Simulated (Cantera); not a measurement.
## Transport properties of process gases

Gas mixture: N2O : CO2 = 0.62 : 0.48 (molar parts), at 0.00809 atm, frozen composition.

Cantera's kinetic-theory transport with the Lennard-Jones parameters of GRI-Mech 3.0, ideal gas; thermal conductivity in the multicomponent form. The composition is frozen, though it would react at the higher temperatures.

```
T (K)  ρ (kg/m³)  cp (J/kg/K)  μ (µPa s)  λ (mW/m/K)     Pr  D (cm²/s) CH3  D (cm²/s) H2  D (cm²/s) NH3
-----  ---------  -----------  ---------  ----------  -----  -------------  ------------  -------------
400       0.0109        956.2       19.6        25.3  0.741           36.3           134           34.8
650      0.00668         1116       29.4        44.3  0.739           86.3           306           87.9
900      0.00482         1217       37.5        61.9  0.737            151           528            159
1150     0.00377         1278       44.6        77.6  0.735            230           795            246
1400     0.00310         1321       51.1        92.0  0.733            320          1100            346
1650     0.00263         1352       57.0         105  0.732            421          1450            459
1900     0.00228         1375       62.6         118  0.731            533          1830            584
2150     0.00202         1392       67.9         130  0.730            654          2240            720
2400     0.00181         1405       73.0         141  0.729            786          2690            866
```
D: mixture-averaged diffusion coefficient of that species in the mixture.
